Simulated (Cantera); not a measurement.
Input (Python, Cantera) and output of one run.

```python
import numpy as np
import cantera as ct

gas_names = [...]  # 113 gases of nasa_gas.yaml made of C, F, H, Si
cond_names = """
    C(gr) C6H6(L) C7H8(L) C8H18(L),n-octa Si(cr) Si(L) SiC(b)
""".split()


# ... load() reads the species with a 1 bar reference pressure and builds the phases ...
atoms = {
    'c-C4F8': {'C': 4, 'F': 8},
    'Si': {'Si': 1},
    'CH4': {'C': 1, 'H': 4},
}
top_T = {'C(gr)': 4500, 'SiC(b)': 3050}  # K; cautious upper limits of use, not melting points


# ... equilibrate(T, P, feed) seeds the gas with the atoms and calls Mixture.equilibrate('TP', solver="vcs", rtol=1e-11, max_steps=5000) ...
results = []
T = 2998.15  # K
P = 84000  # Pa
for m in [0.092, 0.13, 0.18, 0.26, 0.36, 0.51, 0.71, 1]:
    feed = {'c-C4F8': 1, 'Si': m, 'CH4': 0.0074}  # mol
    mix = equilibrate(T, P, feed)
    results.append((T, P, feed, dict(zip(mix.species_names, mix.species_moles))))

top = {s: max(r[3][s] / sum(r[3][g] for g in gas_names) for r in results) for s in gas_names}
cols = sorted((s for s in top if top[s] > 1e-05), key=lambda s: -top[s])[:6]
seen = [c for c in cond_names if any(r[3].get(c, 0) > 1e-12 for r in results)]
print("log10 of partial pressures in bar; condensed amounts in mol")
print(f"{'n(Si)':>10s}" + "".join(f"{s[:9]:>10s}" for s in cols + seen))
for T, P, feed, n in results:
    ng = sum(n[g] for g in gas_names)
    print(f"{feed['Si']:10.4g}" + "".join(f"{np.log10(max(n[s] / ng * P / 1e5, 1e-99)):10.3f}" for s in cols)
          + "".join(f"{n.get(c, 0):10.4g}" for c in seen))
```

Output:

```
log10 of partial pressures in bar; condensed amounts in mol
     n(Si)       CF2         F      SiF4       CF4        CF       CF3     C(gr)
     0.092    -0.338    -0.562    -1.777    -1.495    -1.500    -1.720     1.076
      0.13    -0.342    -0.564    -1.622    -1.504    -1.502    -1.727     1.136
      0.18    -0.348    -0.567    -1.476    -1.516    -1.505    -1.736     1.214
      0.26    -0.359    -0.572    -1.307    -1.537    -1.510    -1.752      1.34
      0.36    -0.373    -0.579    -1.154    -1.565    -1.518    -1.773     1.497
      0.51    -0.396    -0.591    -0.985    -1.612    -1.529    -1.809     1.732
      0.71    -0.434    -0.610    -0.816    -1.687    -1.548    -1.865     2.046
         1    -0.506    -0.646    -0.627    -1.831    -1.584    -1.972     2.501
```

Cantera equilibrium calculation (NASA polynomials, part measured and part estimated; ideal gas, pure solids and liquids). The feed counts by its element totals alone. The tables' values for SiF3, C2F4, SiF2 are old estimates; treat these amounts as uncertain. Gases not in the tables: C2F6 and larger saturated fluorocarbons.
